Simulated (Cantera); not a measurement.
A closed system holds: 1 mol Zr, 0.36 mol NH3, at 2175 K.

Cantera equilibrium calculation (NASA polynomials, part measured and part estimated; ideal gas, pure solids and liquids). Candidate condensed phases: Zr, ZrN; 11 gas species. Mutual solubility and eutectic melting of coexisting phases are not modelled. ZrN: taken at fixed stoichiometry. Condensed phases not in the tables: N, O or C dissolved in the metal. Kinetics and transport are ignored.

x: gas mole fraction; n: condensed amount in mol.

```tsv
P (Pa)	x H2	x H	x Zr	x N2	x N	x NH3	n Zr(l)	n ZrN(s)
0.100	0.0348	0.911	0.0438	0.0103	9.35e-7	<1e-12	0.614	0.337
2.50	…	…	…	…	…	…	0.639	0.359
63	0.823	0.176	6.95e-5	1.63e-5	1.48e-9	2.92e-11	0.640	0.360
1600	0.962	0.0379	2.74e-6	6.43e-7	5.84e-11	1.86e-10	0.640	0.360
40000	0.992	…	…	…	…	…	0.640	0.360
1000000	0.998	0.00154	4.38e-9	1.03e-9	<1e-12	4.92e-9	0.640	0.360
```

Problem. Complete the blanks.

Solution. 
- 2.50, x H2: 0.389
- 2.50, x H: 0.609
- 2.50, x Zr: 0.00175
- 2.50, x N2: 0.000412
- 2.50, x N: 3.74e-8
- 2.50, x NH3: 1.89e-12
- 40000, x H: 0.00769
- 40000, x Zr: 1.10e-7
- 40000, x N2: 2.57e-8
- 40000, x N: 2.34e-12
- 40000, x NH3: 9.75e-10
